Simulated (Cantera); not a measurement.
Mixture: CH4 : CO : O2 : N2 = 1 : 1.4 : 3.91 : 16.4 (molar parts), at 100000 Pa, adiabatic and at constant volume. Ignition delay is the time to a rise of 400 K.

Computed with Cantera and GRI-Mech 3.0 (53 species, 325 reactions).

Question: What does this change do: CH4 1 to 1.6 parts?

Answer: 
| quantity | before | after |
|---|---|---|
| delay at 1250 K | 19.3 ms | 28.7 ms |
| delay at 1350 K | 4.89 ms | 7.05 ms |
| delay at 1450 K | 1.54 ms | 2.07 ms |
| delay at 1550 K | 0.601 ms | 0.741 ms |
| apparent activation energy between 1500 and 1600 K | 170 kJ/mol | 190 kJ/mol |

Question: What does this change do: O2 3.91 to 5.7 parts?

Answer: 
```tsv
quantity	before	after
delay at 1250 K	19.3 ms	10.1 ms
delay at 1350 K	4.89 ms	2.75 ms
delay at 1450 K	1.54 ms	0.960 ms
delay at 1550 K	0.601 ms	0.415 ms
apparent activation energy between 1500 and 1600 K	170 kJ/mol	150 kJ/mol
```

Question: What does this change do: CH4 1 to 0.53 parts?

Answer: 
| quantity | before | after |
|---|---|---|
| delay at 1250 K | 19.3 ms | 8.53 ms |
| delay at 1350 K | 4.89 ms | 2.49 ms |
| delay at 1450 K | 1.54 ms | 0.945 ms |
| delay at 1550 K | 0.601 ms | 0.441 ms |
| apparent activation energy between 1500 and 1600 K | 170 kJ/mol | 140 kJ/mol |
